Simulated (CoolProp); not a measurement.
Sulfur dioxide at 438.47 K and 4.7 MPa is compressed adiabatically to 8.21 MPa with isentropic efficiency 0.8. Each further row changes one setting.

The numbers come from the reference Helmholtz-energy equation of state, Gao 2016 in CoolProp.

```
case             work (kJ/kg)  final temperature (K)  final density (kg/m³)
---------------  ------------  ---------------------  ---------------------
as stated                32.1                  500.8                    165
efficiency 1             25.7                  495.2                    170
efficiency 0.65          39.5                  507.4                    160
```
